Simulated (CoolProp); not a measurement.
Model: reference Helmholtz-energy equation of state, Wagner 2002, in CoolProp.

### Question
For water, give the phase and the cp (kJ/(kg K)), speed of sound (m/s), viscosity (µPa s) at 928.8 K and 4.27 MPa; 695.9 K and 0.059 MPa.

### Answer
- 928.8 K and 4.27 MPa: gas; cp 2.32, speed of sound 730, viscosity 35.0
- 695.9 K and 0.059 MPa: gas; cp 2.08, speed of sound 642, viscosity 25.4

Viscosity comes from a separate model (Huber 2009).
